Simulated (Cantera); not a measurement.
**Si₂H₆ + O₂ (silicon oxide and oxynitride deposition)**

Feed: 1 mol Si₂H₆, 1 mol O₂, held at 0.133 bar.

Method: chemical equilibrium by Gibbs-energy minimisation in Cantera with the NASA 1993 tables (ideal gas, pure condensed phases). Candidate condensed phases: H₂O, Si, SiO₂; 18 gas species. The feed counts by its element totals alone. Mutual solubility and eutectic melting of coexisting phases are not modelled. The tables hold silica as quartz up to 1696 K and as liquid above; real silica turns to tridymite and cristobalite and melts near 1996 K. Rates play no part.

| T (°C) | x H₂ | x SiO | x H | x SiH₄ | x H₂O | n Si(s) | n SiO₂(α-quartz) | n SiO₂(β-quartz) |
|---|---|---|---|---|---|---|---|---|
| 477 | 1.00 | <1e-12 | <1e-12 | 2.13e-8 | <1e-12 | 1.00 | 1.00 | 0 |
| 527 | 1.00 | <1e-12 | 7.93e-12 | 2.72e-8 | 1.98e-12 | 1.00 | 1.00 | 0 |
| 577 | 1.00 | 2.41e-12 | 5.61e-11 | 3.35e-8 | 1.24e-11 | 1.00 | 0 | 1.00 |
| 627 | 1.00 | 3.74e-11 | 3.20e-10 | 4.03e-8 | 6.26e-11 | 1.00 | 0 | 1.00 |
| 677 | 1.00 | 4.33e-10 | 1.52e-9 | 4.74e-8 | 2.66e-10 | 1.00 | 0 | 1.00 |
| 727 | 1.00 | 3.91e-9 | 6.22e-9 | 5.49e-8 | 9.74e-10 | 1.00 | 0 | 1.00 |
| 777 | 1.00 | 2.85e-8 | 2.22e-8 | 6.25e-8 | 3.14e-9 | 1.00 | 0 | 1.00 |
| 827 | 1.00 | 1.73e-7 | 7.08e-8 | 7.04e-8 | 9.10e-9 | 1.00 | 0 | 1.00 |
| 877 | 1.000 | 8.94e-7 | 2.04e-7 | 7.84e-8 | 2.39e-8 | 1.000 | 0 | 1.000 |
| 927 | 1.000 | 4.02e-6 | 5.40e-7 | 8.66e-8 | 5.80e-8 | 1.000 | 0 | 1.000 |
x: gas mole fraction; n: condensed amount in mol.

From 477 °C to 527 °C the condensed part is Si(s) + SiO₂(α-quartz). From 577 °C to 927 °C the condensed part is Si(s) + SiO₂(β-quartz). The main Si-bearing gas is SiH₄ at 477 °C and SiO at 927 °C.
